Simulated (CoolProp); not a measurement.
Values from CoolProp's reference Helmholtz-energy equation of state, Thol 2017.

Task: For octamethyltrisiloxane (MDM), give the phase and the density (kg/m³), cp (kJ/(kg K)), cv (kJ/(kg K)), speed of sound (m/s) at 294.5 K and 7.79 bar; 368.6 K and 7.79 bar.

Result: 
- 294.5 K and 7.79 bar: liquid; density 820, cp 1.77, cv 1.46, speed of sound 935
- 368.6 K and 7.79 bar: liquid; density 744, cp 1.96, cv 1.64, speed of sound 692
